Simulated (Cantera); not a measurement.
# Gas activation for diamond growth

An isothermal, constant-pressure homogeneous reactor starts with 1.06 % CH4, 96.8 % H2, 0.0165 % N2, 2.13 % H2O, at 1598 K and 0.260 bar.

Computed with Cantera and GRI-Mech 3.0 (53 species, 325 reactions).

```csv
t (s),x CH4,x H2,x C2H2,x CH2,x C2H4,x C2H
9.00e-6,0.0106,0.968,<1e-12,<1e-12,<1e-12,<1e-12
4.78e-5,0.0106,0.968,<1e-12,<1e-12,<1e-12,<1e-12
0.000253,0.0106,0.968,<1e-12,3.79e-12,6.17e-11,<1e-12
0.00134,0.0106,0.968,2.32e-10,1.03e-10,1.02e-8,<1e-12
0.00713,0.0106,0.968,4.65e-7,1.48e-9,1.23e-6,<1e-12
0.0378,0.0106,0.968,2.44e-5,2.15e-9,4.37e-6,8.43e-12
0.201,0.0103,0.968,0.000164,2.09e-9,8.10e-6,5.68e-11
1.07,0.00899,0.969,0.000773,1.86e-9,2.44e-5,2.69e-10
5.65,0.00591,0.970,0.00216,1.28e-9,6.21e-5,7.61e-10
30.0,0.00420,0.972,0.00234,9.36e-10,6.67e-5,8.29e-10
```
x: mole fraction; the columns are a selection and need not sum to one.

Equilibrium at this temperature and pressure: CH4 9.04e-8, H2 0.979, C2H2 1.30e-12, CH2 <1e-12, C2H4 <1e-12, C2H <1e-12 (gas phase only).
